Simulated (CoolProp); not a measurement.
Saturation properties of propane.

Values from CoolProp's reference Helmholtz-energy equation of state, Lemmon 2009.

```tsv
T (K)	p (kPa)	vapour density (kg/m³)	liquid cp (kJ/(kg K))	surface tension (mN/m)	liquid conductivity (mW/(m K))
253.1	244.1	5.495	2.361	12.7	117
264.2	357.4	7.888	?	11.3	111
275.3	506.4	11.02	2.509	?	105
286.4	697.2	15.08	2.602	8.46	99.5
297.5	936.4	20.27	2.712	7.10	94.2
308.6	1231	26.92	2.847	5.79	89.1
319.7	?	35.48	3.022	4.52	?
330.8	2016	46.68	3.270	3.32	?
341.9	2524	61.85	3.672	2.20	74.9
353	3123	84.03	4.526	1.18	70.3
```

**Question.** What belongs in the gaps?

**Answer.** 
- 264.2, liquid cp (kJ/(kg K)): 2.430
- 275.3, surface tension (mN/m): 9.86
- 319.7, p (kPa): 1588
- 319.7, liquid conductivity (mW/(m K)): 84.2
- 330.8, liquid conductivity (mW/(m K)): 79.5

It boils at 231.0 K under 1 atm.

Thermal conductivity comes from a separate model (Marsh 2002). Surface tension comes from a separate correlation (Mulero 2012).
